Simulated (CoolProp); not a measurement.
A single-stage vapour-compression cycle with R21: evaporating at 235.15 K (dew point), condensing at 292.15 K (bubble point), superheat 5 K, subcooling 2 K, compressor efficiency 0.75, no pressure losses. Each further row changes one setting.

Values from CoolProp's reference Helmholtz-energy equation of state, Platzer 1990. This equation is an older, rougher fit; its heat capacities, sound speeds and derivatives of the liquid may be far off and weren't checked against measurements.

```
case                              cooling COP  pressure ratio  discharge temperature (K)  refrigerating effect (kJ/kg)  volumetric capacity (kJ/m³)
--------------------------------  -----------  --------------  -------------------------  ----------------------------  ---------------------------
as stated                                2.59            13.8                      377.6                           210                          117
evaporating temperature 240.15 K         2.95            10.3                      367.8                           213                          155
condensing temperature 287.15 K          2.88            11.5                          ?                           216                          120
subcooling 7 K                              ?            13.8                      377.6                           215                          120
superheat 15 K                           2.55            13.8                      390.3                           216                          115
compressor efficiency 0.65               2.24            13.8                          ?                           210                          117
```

Question: Some entries are withheld; supply them.

Answer: 
- condensing temperature 287.15 K, discharge temperature (K): 367.4
- subcooling 7 K, cooling COP: 2.65
- compressor efficiency 0.65, discharge temperature (K): 395.9
